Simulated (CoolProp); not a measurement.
A Linde-Hampson liquefier for nitrogen: isothermal reversible compression at 250 K from 1 atm to 20 MPa, throttling to 1 atm, return gas leaving the recuperator 2 K below the feed. Each further row changes one setting.

Computed with CoolProp (reference Helmholtz-energy equation of state, Span 2000).

```csv
case,liquid yield per pass,compression work (kJ/kg of gas)
as stated,0.123,386
high pressure 40 MPa,?,?
warm-end temperature 280 K,?,438
warm-end gap 7 K,0.111,386
```

### Question
What belongs in the gaps?

### Answer

- high pressure 40 MPa, liquid yield per pass: 0.150
- high pressure 40 MPa, compression work (kJ/kg of gas): 443
- warm-end temperature 280 K, liquid yield per pass: 0.087
